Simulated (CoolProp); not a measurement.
Model: reference Helmholtz-energy equation of state, de Reuck 1990, in CoolProp.

Problem. Give the vapour pressure (MPa), liquid density (kg/m³), surface tension (mN/m) of saturated fluorine at -197.05 °C.

Solution. 
```tsv
T (°C)	p (MPa)	liquid density (kg/m³)	surface tension (mN/m)
-197.05	0.0319	1560	16.0
```

Surface tension comes from a separate correlation (Mulero 2012).
